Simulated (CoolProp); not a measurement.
The numbers come from the reference Helmholtz-energy equation of state, Lemmon 2005 in CoolProp. It is a short technical equation, of lower accuracy than the large ones.

Question: Give the vapour pressure (MPa), vapour density (kg/m³), enthalpy of vaporisation (kJ/kg), liquid cp (kJ/(kg K)) of saturated 1-butene at 30.15, 55.15, 92.55 °C.

Answer: 
```
T (°C)  p (MPa)  vapour density (kg/m³)  enthalpy of vaporisation (kJ/kg)  liquid cp (kJ/(kg K))
------  -------  ----------------------  --------------------------------  ---------------------
30.15     0.346                    8.53                               355                   2.34
55.15     0.677                    16.4                               324                   2.49
92.55      1.55                    39.0                               264                   2.87
```
